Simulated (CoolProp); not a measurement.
A single-stage vapour-compression cycle with chloromethane (R40): evaporating at 268.15 K (dew point), condensing at 302.15 K (bubble point), superheat 0 K, subcooling 0 K, compressor efficiency 0.6, no pressure losses. Each further row changes one setting.

The numbers come from the reference Helmholtz-energy equation of state, Thol 2014 in CoolProp.

| case | cooling COP | pressure ratio | discharge temperature (K) | refrigerating effect (kJ/kg) | volumetric capacity (kJ/m³) |
|---|---|---|---|---|---|
| as stated | 4.18 | 2.99 | 370.6 | 354 | 1840 |
| evaporating temperature 273.15 K | 5.08 | 2.50 | 358.5 | 356 | 2200 |
| condensing temperature 297.15 K | 4.99 | 2.59 | 356.6 | 362 | 1880 |
| subcooling 5 K | 4.27 | 2.99 | 370.6 | 362 | 1880 |
| superheat 10 K | 4.10 | 2.99 | 383.6 | 363 | 1800 |
| compressor efficiency 0.5 | 3.48 | 2.99 | 387.6 | 354 | 1840 |
